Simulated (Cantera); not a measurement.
Charge: 1 mol SiH2Cl2, 32 mol N2, 0.052 mol H2O, equilibrated at 0.000140 bar.

Equilibrium computed with Cantera from the NASA thermochemical tables; the gas is ideal and each condensed phase is pure. Candidate condensed phases: H2O, NH4Cl, Si, SiO2, Si2N2O, Si3N4; 47 gas species. The tables' values for SiCl, SiCl3, SiN are old estimates; treat these amounts as uncertain. Equilibrium is a limit: real reactors are often held back by kinetics, nucleation or transport.

x: gas mole fraction; n: condensed amount in mol.

```csv
T (°C),x N2,x H2,x SiCl2,x HCl,x Si,n Si3N4(s),n Si(s)
1227,0.938,0.0224,0.0208,0.0169,3.81e-5,0.0789,0
1277,0.938,0.0242,0.0226,0.0131,[?],[?],0
1327,0.937,0.0241,0.0227,0.0126,0.000696,0,0.140
1377,0.935,0.0240,0.0226,0.0123,0.00191,0,0.0919
1427,0.932,0.0235,0.0221,0.0124,0.00455,0,0
1477,0.930,0.0216,0.0203,0.0151,0.00621,0,0
1527,0.927,0.0195,0.0181,0.0178,0.00818,0,0
1577,0.923,[?],[?],[?],[?],0,0
1627,0.917,0.0151,0.0125,0.0219,0.0132,0,0
```

Q: Fill in the missing entries.

A: 
- 1277, x Si: 0.000227
- 1277, n Si3N4(s): 0.0549
- 1577, x H2: 0.0173
- 1577, x SiCl2: 0.0155
- 1577, x HCl: 0.0201
- 1577, x Si: 0.0105
